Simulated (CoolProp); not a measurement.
Hydrogen chloride along the isotherm 248.8 K: fugacity coefficient from the reference equation and from simpler models built on Tc = 324.7 K, pc = 83.14 bar, ω = 0.130; each cubic takes its own stable root.

The numbers come from the reference Helmholtz-energy equation of state, Thol 2018 in CoolProp.

```json
[
 {"p (bar)": "3.78", "phase": "gas", "reference": "0.9600"},
 {"p (bar)": "7.56", "phase": "gas", "reference": "0.9201"},
 {"p (bar)": "11.3", "phase": "gas", "reference": "0.8805"},
 {"p (bar)": "15.1", "phase": "liquid", "reference": "0.7416"},
 {"p (bar)": "18.9", "phase": "liquid", "reference": "0.5964"},
 {"p (bar)": "22.7", "phase": "liquid", "reference": "0.4998"},
 {"p (bar)": "26.5", "phase": "liquid", "reference": "0.4310"},
 {"p (bar)": "30.2", "phase": "liquid", "reference": "0.3806"},
 {"p (bar)": "34", "phase": "liquid", "reference": "0.3403"},
 {"p (bar)": "37.8", "phase": "liquid", "reference": "0.3081"},
 {"p (bar)": "41.6", "phase": "liquid", "reference": "0.2818"}
]
```

**Question.** How far does each simpler model (van der Waals, Soave-Redlich-Kwong, Peng-Robinson) lie from the reference over these 11 states: mean and median of the absolute difference, and the worst?

**Answer.** 
- van der Waals: mean 54.3 %, median 69.6 %, worst +91.8 % at 248.8 K and 41.6 bar
- Soave-Redlich-Kwong: mean 3.4 %, median 4.0 %, worst +4.5 % at 248.8 K and 41.6 bar
- Peng-Robinson: mean 1.9 %, median 2.3 %, worst +2.3 % at 248.8 K and 41.6 bar

At some of these states van der Waals gives the other phase, because its saturation line lies elsewhere.
